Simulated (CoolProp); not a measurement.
C2F6 (R116) along the isotherm 310.6 K: fugacity coefficient from the reference equation and from simpler models built on Tc = 293.0 K, pc = 3048 kPa, ω = 0.257; each cubic takes its own stable root.

Computed with CoolProp (reference Helmholtz-energy equation of state, Lemmon 2006). It is a short technical equation, of lower accuracy than the large ones.

```
p (kPa)          phase  reference
-------  -------------  ---------
416                gas     0.9630
831                gas     0.9265
1250               gas     0.8900
1660               gas     0.8546
2080               gas     0.8185
2490               gas     0.7833
2910               gas     0.7473
3320     supercritical     0.7120
3740     supercritical     0.6755
4160     supercritical     0.6384
4570     supercritical     0.6027
```

Problem. How far does each simpler model (van der Waals, Redlich-Kwong, Soave-Redlich-Kwong, Peng-Robinson) lie from the reference over these 11 states: mean and median of the absolute difference, and the worst?

Solution. 
- van der Waals: mean 0.6 %, median 0.6 %, worst +1.1 % at 310.6 K and 2910 kPa
- Redlich-Kwong: mean 1.1 %, median 1.1 %, worst -2.1 % at 310.6 K and 4570 kPa
- Soave-Redlich-Kwong: mean 0.2 %, median 0.2 %, worst +0.8 % at 310.6 K and 4570 kPa
- Peng-Robinson: mean 2.6 %, median 2.9 %, worst -3.8 % at 310.6 K and 4160 kPa
